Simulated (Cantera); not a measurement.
Cantera run:

```python
import numpy as np
import cantera as ct

gas_names = """
    CL CL2 H HCL H2 Si SiCL SiCL2 SiCL3 SiCL4 SiH SiHCL3 SiH2 SiH2CL2 SiH3 SiH3CL SiH4 Si2 Si3
""".split()
cond_names = """
    Si(cr) Si(L)
""".split()


def load(file, names, dense=False):
    # The tables refer to 1 bar. Condensed volumes are neglected.
    table = {s.name: s for s in ct.Species.list_from_file(file)}
    out = []
    for n in names:
        d = dict(table[n].input_data)
        d["thermo"] = dict(d["thermo"], **{"reference-pressure": 1e5})
        if dense:
            d["equation-of-state"] = {"model": "constant-volume", "density": "1e6 g/cm^3"}
        out.append(ct.Species.from_dict(d))
    return out


gas = ct.Solution(thermo="ideal-gas", species=load("nasa_gas.yaml", gas_names))
cond = {s.name: ct.Solution(thermo="fixed-stoichiometry", species=[s], name=s.name)
        for s in load("nasa_condensed.yaml", cond_names, dense=True)}
atoms = {
    'Si': {'Si': 1},
    'HCl': {'H': 1, 'CL': 1},
    'H2': {'H': 2},
}
top_T = {}  # K; cautious upper limits of use, not melting points


def equilibrate(T, P, feed):
    n = {}
    for name, mol in feed.items():
        for a, k in atoms[name].items():
            n[a] = n.get(a, 0.0) + k * mol
    gas.TPX = T, P, n
    mass = sum(n.values()) * gas.mean_molecular_weight
    gas.equilibrate("TP")
    valid = [c for c in cond.values() if c.min_temp <= T <= top_T.get(c.name, c.max_temp)]
    mix = ct.Mixture([(gas, mass / gas.mean_molecular_weight)] + [(c, 0.0) for c in valid])
    mix.T, mix.P = T, P
    mix.equilibrate("TP", solver="vcs", rtol=1e-11, max_steps=5000)
    return mix


results = []
feed = {'Si': 1, 'HCl': 4.5, 'H2': 0.25}  # mol
P = 830000  # Pa
for T in [775, 850, 925, 1000, 1075, 1150, 1225, 1300]:
    mix = equilibrate(T, P, feed)
    results.append((T, P, feed, dict(zip(mix.species_names, mix.species_moles))))

top = {s: max(r[3][s] / sum(r[3][g] for g in gas_names) for r in results) for s in gas_names}
cols = sorted((s for s in top if top[s] > 0.0001), key=lambda s: -top[s])[:6]
seen = [c for c in cond_names if any(r[3].get(c, 0) > 1e-12 for r in results)]
print("log10 of partial pressures in bar; condensed amounts in mol")
print(f"{'T/K':>10s}" + "".join(f"{s[:9]:>10s}" for s in cols + seen))
for T, P, feed, n in results:
    ng = sum(n[g] for g in gas_names)
    print(f"{T:10.4g}" + "".join(f"{np.log10(max(n[s] / ng * P / 1e5, 1e-99)):10.3f}" for s in cols)
          + "".join(f"{n.get(c, 0):10.4g}" for c in seen))
```

Output:

```
log10 of partial pressures in bar; condensed amounts in mol
       T/K        H2     SiCL4       HCL    SiHCL3     SiCL3     SiCL2
       775     0.697     0.344     0.047    -2.195    -5.929   -10.050
       850     0.696     0.342     0.050    -1.793    -4.888    -8.266
       925     0.694     0.338     0.057    -1.465    -4.025    -6.789
      1000     0.692     0.332     0.069    -1.197    -3.302    -5.552
      1075     0.688     0.323     0.084    -0.979    -2.693    -4.510
      1150     0.683     0.311     0.105    -0.804    -2.178    -3.628
      1225     0.676     0.295     0.130    -0.665    -1.741    -2.878
      1300     0.667     0.273     0.160    -0.560    -1.371    -2.242
```

These are equilibrium values from Cantera (NASA tables, ideal gas, pure condensed phases), not measurements of a reactor. The tables' values for SiCl3 are old estimates; treat these amounts as uncertain.
